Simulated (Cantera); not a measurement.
A freely propagating, adiabatic, planar premixed flame of H₂ : O₂ : N₂ : H₂O = 1 : 0.333 : 1.25 : 0.16 (molar parts), unburnt at 425 K and 0.110 bar; mixture-averaged transport, grid criteria slope 0.08 and curve 0.16, no radiation.

Model: the H2/O2 subset of GRI-Mech 3.0, which has no nitrogen chemistry, integrated in Cantera. Burning velocities carry a grid error of a few per cent, more on coarse grids.

x: mole fraction of selected species; z is measured from the peak of heat release.

```csv
z (mm),T (K),u (m/s),x H₂,x O₂,x H₂O,x HO₂,x H₂O₂,x H
-20.7,425,3.66,0.365,0.121,0.0583,<1e-8,<1e-8,<1e-8
-13.8,425,3.66,0.365,0.121,0.0583,<1e-8,<1e-8,<1e-8
-10.4,425,3.66,0.365,0.121,0.0583,<1e-8,<1e-8,<1e-8
-6.91,425,3.66,0.365,0.121,0.0583,<1e-8,<1e-8,<1e-8
-3.46,429,3.69,0.363,0.121,0.0586,…,1.51e-6,3.87e-5
-1.73,608,5.14,0.339,0.117,0.0734,…,8.34e-6,0.00644
0,1031,8.45,0.219,0.0779,0.161,…,3.30e-7,0.0598
1.73,1298,10.5,0.112,0.0176,0.275,…,4.33e-7,0.102
3.46,1402,11.3,0.101,0.00815,0.294,…,4.07e-7,0.0990
6.91,1515,12.1,0.107,0.00651,0.299,…,3.24e-7,0.0858
13.8,1642,13.0,0.113,0.00518,0.304,…,2.01e-7,0.0702
27.6,1772,13.9,0.119,0.00372,0.311,…,1.07e-7,0.0547
55.3,1896,14.7,0.123,0.00236,0.319,…,5.46e-8,0.0404
```

Q: Fill in the missing entries.

A: 
- -3.46, x HO₂: 6.33e-5
- -1.73, x HO₂: 5.43e-5
- 0, x HO₂: 1.50e-5
- 1.73, x HO₂: 2.95e-6
- 3.46, x HO₂: 1.24e-6
- 6.91, x HO₂: 8.64e-7
- 13.8, x HO₂: 6.09e-7
- 27.6, x HO₂: 4.03e-7
- 55.3, x HO₂: 2.53e-7
